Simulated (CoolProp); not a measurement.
500 sccm (0 °C, 1 atm) of nitrogen bubbles through liquid decamethyltetrasiloxane (MD2M) at 327.4 K and leaves saturated at a total pressure of 0.00475 MPa (ideal gas phase). Each further row changes one setting.

Computed with CoolProp (reference Helmholtz-energy equation of state, Thol 2017).

```tsv
case	vapour pressure (kPa)	mole fraction of vapour	delivery (mg/min)	delivery (sccm)	change of delivery for a bath 1 K warmer (%)
as stated	0.415	(withheld)	(withheld)	(withheld)	7.1
bath temperature 332.4 K	0.564	(withheld)	933	67.3	7.1
total pressure 0.0095 MPa	0.415	0.0437	317	22.8	6.7
```

### Question
Some entries are withheld; supply them.

### Answer

- as stated, mole fraction of vapour: 0.0874
- as stated, delivery (mg/min): 663
- as stated, delivery (sccm): 47.9
- bath temperature 332.4 K, mole fraction of vapour: 0.119
